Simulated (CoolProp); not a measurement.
Values from CoolProp's reference Helmholtz-energy equation of state, Lemmon 2006. It is a short technical equation, of lower accuracy than the large ones.

### Question
For n-nonane, give the phase and the cp (kJ/(kg K)), conductivity (mW/(m K)), fugacity coefficient at -30.55 °C and 2.6 bar.

### Answer
- -30.55 °C and 2.6 bar: liquid; cp 2.03, conductivity 144, fugacity coefficient 2.53e-5

Thermal conductivity comes from a separate model (Huber 2005).
